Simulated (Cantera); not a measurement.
Mixture: CH4 : O2 : N2 : H2O = 1 : 1.05 : 3.96 : 0.7 (molar parts), at 1.01 bar, adiabatic and at constant pressure. Ignition delay is the time to a rise of 400 K.

Cantera simulation using GRI-Mech 3.0 (53 species, 325 reactions); the numbers are that mechanism's predictions, not measurements.

Question: What does this change do: pressure from 1.01 bar to 1.60 bar?

Answer: 
```tsv
quantity	before	after
delay at 1225 K	60.3 ms	39.4 ms
delay at 1375 K	8.80 ms	6.13 ms
delay at 1525 K	1.54 ms	1.11 ms
delay at 1675 K	0.354 ms	0.251 ms
delay at 1825 K	0.112 ms	76.7 µs
apparent activation energy between 1675 and 1825 K	200 kJ/mol	200 kJ/mol
```

Question: What does this change do: constant volume in place of constant pressure?

Answer: 
```csv
quantity,before,after
delay at 1225 K,60.3 ms,56.0 ms
delay at 1375 K,8.80 ms,8.10 ms
delay at 1525 K,1.54 ms,1.42 ms
delay at 1675 K,0.354 ms,0.327 ms
delay at 1825 K,0.112 ms,0.103 ms
apparent activation energy between 1675 and 1825 K,200 kJ/mol,200 kJ/mol
```
